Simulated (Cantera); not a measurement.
**Thermodynamics of iron carbonyl, mercury and lead vapours, feed Pb + CO + H2**

Feed: 1 mol Pb, 0.55 mol CO, 19 mol H2.

Equilibrium computed with Cantera from the NASA thermochemical tables; the gas is ideal and each condensed phase is pure. Candidate condensed phases: C, C6H6, C7H8, C8H18, H2O, Pb, PbO, PbO2, Pb3O4; 113 gas species. Equilibrium is a limit: real reactors are often held back by kinetics, nucleation or transport.

Stable condensed phases:

```
T in °C \ P in Pa
              10      42     180     750    3200   13000   56000  240000 1000000
   1050        A       A       A       A       A       B       B       B       B
   1000        A       A       A       A       A       B       B       B       B
    950        A       A       A       A       B       B       B       B       B
    900        A       A       A       A       B       B       B       B       B
    850        A       A       A       B       B       B       B       B       B
    800        A       A       B       B       B       B       B       B       B
    750        A       A       B       B       B       B       B       B       B
    700        A       B       B       B       B       B       B       B       B
    650        B       B       B       B       B       B       B       B       B
    600        B       B       B       B       B       B       B       B       B
```

A: gas only; B: Pb.
